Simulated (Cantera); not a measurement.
## Thermodynamics of silicon epitaxy and polysilicon growth, feed SiH₄ + Cl₂ + H₂

Feed: 1 mol SiH₄, 0.39 mol Cl₂, 270 mol H₂, at 1548.15 K and 1000 Pa.

These are equilibrium values from Cantera (NASA tables, ideal gas, pure condensed phases), not measurements of a reactor. Candidate condensed phases: Si; 19 gas species. The numbers say what is thermodynamically allowed, not how fast it happens.

```json
{
 "x(H₂)": "0.997",
 "x(HCl)": "0.00281",
 "x(H)": "0.000308",
 "x(SiCl₂)": "2.63e-5",
 "x(Si)": "3.19e-6",
 "x(SiH₂)": "2.72e-6",
 "n(Si(s))": "0.991 mol",
 "gas_amount": "272.4 mol"
}
```
